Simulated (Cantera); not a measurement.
Input: 1 mol SO2, 0.11 mol H2, 6.4 mol O2, at 475 °C and 0.00550 bar.

Cantera equilibrium calculation (NASA polynomials, part measured and part estimated; ideal gas, pure solids and liquids). Rates play no part.

```json
[
 {"species": "O", "before": "<1e-9", "after": "0.905"},
 {"species": "S", "before": "<1e-9", "after": "0.0560"},
 {"species": "O2", "before": "0.842", "after": "0.0165"},
 {"species": "SO3", "before": "0.124", "after": "<1e-9"},
 {"species": "H", "before": "<1e-9", "after": "0.0138"},
 {"species": "H2O", "before": "0.0157", "after": "1.28e-7"},
 {"species": "SO2", "before": "0.0189", "after": "0.000196"},
 {"species": "SO", "before": "<1e-9", "after": "0.00777"},
 {"species": "OH", "before": "<1e-9", "after": "0.000305"},
 {"species": "S2", "before": "<1e-9", "after": "1.98e-5"}
]
```
Gas species are given as mole fractions.

Task: What was changed between the two runs?
A) temperature from 475 °C to 3250 °C
B) H2 from 0.11 to 5.2 mol
C) temperature from 475 °C to 550 °C
D) temperature from 475 °C to 2350 °C

Result: A, temperature from 475 °C to 3250 °C
